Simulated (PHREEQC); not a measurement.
## Hard or scaling water: an equilibrium model

Consider water at 25 °C with 0.00056 mol Ca(HCO3)2, 0.0016 mol CO2 and 0.04 mol KCl per kg of water. Closed to the air; pH follows from the charge balance.

The numbers come from PHREEQC with the Pitzer model, pitzer.dat.

```
Item                           Value
--------------------  --------------
pH                              6.11
ionic strength        0.0417 mol/kgw
specific conductance      5360 µS/cm
osmotic coefficient            0.944
total alkalinity         1.12 meq/kg
```

| species | molality | activity | log γ |
|---|---|---|---|
| Cl- | 0.0400 | 0.0331 | -0.083 |
| K+ | 0.0400 | 0.0331 | -0.082 |
| CO2 | 0.00160 | 0.00161 | 0.002 |
| HCO3- | 0.00112 | 0.000931 | -0.081 |
| Ca+2 | 0.000560 | 0.000260 | -0.334 |
| H+ | 9.35e-7 | 7.85e-7 | -0.076 |
| CO3-2 | 1.19e-7 | 5.43e-8 | -0.341 |

No solid was allowed to form.
